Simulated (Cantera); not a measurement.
Mixture: CH4 : C2H6 : C3H8 : O2 : N2 : CO2 = 1 : 0.17 : 0.039 : 2.94 : 13.8 : 0.38 (molar parts), at 1.20 bar, adiabatic and at constant volume. Ignition delay is the time to a rise of 400 K.

Computed with Cantera and GRI-Mech 3.0 (53 species, 325 reactions).

**Question.** What does this change do: N2 13.8 to 11 parts?

**Answer.** 
```
quantity                                                before       after
--------------------------------------------------  ----------  ----------
delay at 1000 K                                        88.6 ms     82.2 ms
delay at 1200 K                                        2.92 ms     2.57 ms
delay at 1400 K                                       0.338 ms    0.288 ms
delay at 1600 K                                        67.5 µs     58.0 µs
delay at 1800 K                                        21.9 µs     19.0 µs
apparent activation energy between 1600 and 1800 K  130 kJ/mol  130 kJ/mol
```

**Question.** What does this change do: pressure from 1.20 bar to 0.340 bar?

**Answer.** 
```csv
quantity,before,after
delay at 1000 K,88.6 ms,0.195 s
delay at 1200 K,2.92 ms,6.36 ms
delay at 1400 K,0.338 ms,0.770 ms
delay at 1600 K,67.5 µs,0.171 ms
delay at 1800 K,21.9 µs,61.3 µs
apparent activation energy between 1600 and 1800 K,130 kJ/mol,120 kJ/mol
```

**Question.** What does this change do: pressure from 1.20 bar to 5.00 bar?

**Answer.** 
```
quantity                                                before       after
--------------------------------------------------  ----------  ----------
delay at 1000 K                                        88.6 ms     34.7 ms
delay at 1200 K                                        2.92 ms     1.19 ms
delay at 1400 K                                       0.338 ms    0.135 ms
delay at 1600 K                                        67.5 µs     25.9 µs
delay at 1800 K                                        21.9 µs     7.56 µs
apparent activation energy between 1600 and 1800 K  130 kJ/mol  150 kJ/mol
```
